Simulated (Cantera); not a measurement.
Charge: 1 mol trisilylamine, 0.29 mol NH₃, 69 mol H₂, equilibrated at 1.10 mbar.

Method: chemical equilibrium by Gibbs-energy minimisation in Cantera with the NASA 1993 tables (ideal gas, pure condensed phases). Candidate condensed phases: Si, Si₃N₄; 18 gas species. The feed counts by its element totals alone. Gases not in the tables: Si₂H₆ and higher silanes. Equilibrium is a limit: real reactors are often held back by kinetics, nucleation or transport.

Problem. Which condensed phases are stable at each of these points (T (°C)): 1202, 1252, 1302, 1352, 1402, 1452, 1502, 1552, 1602, 1652?

Solution. 
```tsv
T (°C)	condensed phases	Si condensed (%)
1202	Si(s)	100.0
1252	Si(s)	99.9
1302	Si(s)	99.8
1352	Si(s)	99.6
1402	Si(s)	98.9
1452	Si(l)	97.5
1502	Si(l)	94.6
1552	Si(l)	88.9
1602	Si(l)	77.9
1652	Si(l)	57.1
```

From 1202 °C to 1402 °C the condensed part is Si(s). From 1452 °C to 1652 °C the condensed part is Si(l).
